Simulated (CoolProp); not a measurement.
Vapour-liquid equilibrium of propane (1) + n-butane (2) at 0.318 MPa; x and y are mole fractions of (1).

Values from CoolProp's multi-fluid Helmholtz-energy mixture model, Lemmon 2009 and Bücker 2006; pair parameters Kunz 2012.

```csv
x,"bubble temperature, mixture model (°C)","bubble temperature, Raoult's law (°C)","y, mixture model","y, Raoult's law"
0.05,29.9,29.4,0.145,0.167
0.15,…,21.7,0.375,0.413
0.25,…,15.3,0.543,0.580
0.35,…,9.9,…,0.698
0.45,6.1,5.2,…,0.784
0.55,1.8,1.1,…,0.848
0.65,…,-2.5,0.884,0.897
0.75,-5.4,-5.7,0.927,0.935
0.85,…,-8.6,0.961,0.965
0.95,-11.2,-11.2,0.988,0.990
```

Task: Complete the blanks.

Result: 
- 0.15, bubble temperature, mixture model (°C): 22.7
- 0.25, bubble temperature, mixture model (°C): 16.4
- 0.35, bubble temperature, mixture model (°C): 10.9
- 0.35, y, mixture model: 0.667
- 0.45, y, mixture model: 0.760
- 0.55, y, mixture model: 0.830
- 0.65, bubble temperature, mixture model (°C): -2.0
- 0.85, bubble temperature, mixture model (°C): -8.4

The largest gap from Raoult's law is +1.1 K in bubble temperature, at x = 0.25. No azeotrope shows between x = 0.05 and 0.95.

Pair parameters are fitted to limited data, so mixtures are less certain than the pure fluids.
